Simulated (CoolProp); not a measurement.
Properties of cis-2-butene along the isobar 0.335 MPa (Tc = 435.8 K, pc = 4.236 MPa, ω = 0.202).

Values from CoolProp's reference Helmholtz-energy equation of state, Lemmon 2005. It is a short technical equation, of lower accuracy than the large ones.

| T (K) | phase | density (kg/m³) | cv (kJ/(kg K)) | isothermal compressibility (1/MPa) | expansivity (1/kK) | fugacity coefficient |
|---|---|---|---|---|---|---|
| 185.3 | liquid | 737.3 | 1.336 | 0.0007619 | 1.395 | 0.001115 |
| 200.5 | liquid | 721.6 | 1.338 | 0.0008749 | 1.426 | 0.004312 |
| 215.7 | liquid | 706.0 | 1.350 | 0.001009 | 1.467 | 0.01335 |
| 230.9 | liquid | 690.1 | 1.368 | 0.001170 | 1.519 | 0.03470 |
| 246.1 | liquid | 674.1 | 1.393 | 0.001367 | 1.583 | 0.07835 |
| 261.3 | liquid | 657.7 | 1.423 | 0.001610 | 1.662 | 0.1578 |
| 276.5 | liquid | 640.8 | 1.458 | 0.001917 | 1.761 | 0.2892 |
| 291.7 | liquid | 623.3 | 1.497 | 0.002315 | 1.886 | 0.4900 |
| 306.9 | liquid | 605.0 | 1.540 | 0.002846 | 2.046 | 0.7770 |
